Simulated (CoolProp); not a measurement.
The fluid at 293.15 K and 0.13 MPa (gas) is heated at constant pressure to 309.2 K. The same conditions are run with several fluids, on thermodynamics alone (safety and materials aside).

Values from CoolProp's reference Helmholtz-energy equation of state of each fluid (trans-2-butene: Lemmon 2005; nitrous oxide: Lemmon 2006; propyne: Polt 1992; R143a: Lemmon and Jacobsen 2000; ethane: Bücker 2006). The equations of Platzer and Polt are older, rougher fits.

```
fluid           heat (kJ/kg)  final density (kg/m³)
--------------  ------------  ---------------------
trans-2-butene          26.2                   2.94
nitrous oxide           14.2                   2.24
propyne                 25.2                   2.07
R143a                   15.4                   4.33
ethane                  28.4                   1.53
```
